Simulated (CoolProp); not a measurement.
Vapour-liquid equilibrium of hydrogen chloride (1) + n-butane (2) at -24.15 °C; x and y are mole fractions of (1).

Computed with CoolProp (multi-fluid Helmholtz-energy mixture model, Thol 2018 and Bücker 2006; pair parameters Bell 2016).

| x | bubble pressure, mixture model (MPa) | bubble pressure, Raoult's law (MPa) | y, mixture model | y, Raoult's law |
|---|---|---|---|---|
| 0.05 | 0.1587 | 0.1005 | 0.766 | 0.647 |
| 0.125 | 0.3356 | 0.1952 | 0.891 | 0.833 |
| 0.2 | 0.4937 | 0.2900 | 0.928 | 0.897 |
| 0.275 | 0.6252 | 0.3847 | 0.944 | 0.930 |
| 0.35 | 0.7292 | 0.4794 | 0.953 | 0.949 |
| 0.425 | 0.8094 | 0.5741 | 0.959 | 0.963 |
| 0.5 | 0.8721 | 0.6688 | 0.964 | 0.972 |
| 0.575 | 0.9245 | 0.7636 | 0.967 | 0.979 |
| 0.65 | 0.9734 | 0.8583 | 0.971 | 0.985 |
| 0.725 | 1.025 | 0.9530 | 0.974 | 0.989 |
| 0.8 | 1.083 | 1.048 | 0.979 | 0.993 |
| 0.875 | 1.152 | 1.142 | 0.985 | 0.996 |
| 0.95 | 1.236 | 1.237 | 0.993 | 0.998 |

The largest gap from Raoult's law is +71.9 % in bubble pressure, at x = 0.125. No azeotrope shows between x = 0.05 and 0.95.

The pair parameters rest on a limited set of measurements; away from them the model extrapolates. With so large a gap from Raoult's law the liquid may split in two, which this calculation doesn't test in full.
